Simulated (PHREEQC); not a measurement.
Make-up at 25 °C: 2 mmol/kgw Na2B4O7. Closed to the air; pH follows from the charge balance.

The numbers come from PHREEQC with the ion-association model, phreeqc.dat.

Each row changes one thing in this solution. Precipitation was switched off in this run.

```
case                                               pH  ionic strength (mol/kgw)
-----------------------------------------------  ----  ------------------------
as made                                          9.21                   0.00400
Na2B4O7 from 0.002 to 0.001 mol/kgw              9.21                   0.00200
Na2B4O7 replaced by NaAlO2 at the same molality  8.50                   0.00200
diluted 10-fold with water                       9.20                  0.000400
Na2B4O7 from 0.002 to 0.004 mol/kgw              9.20                   0.00800
```

Some of these states are supersaturated (in Al(OH)3(a), Gibbsite (slow to form), for instance).
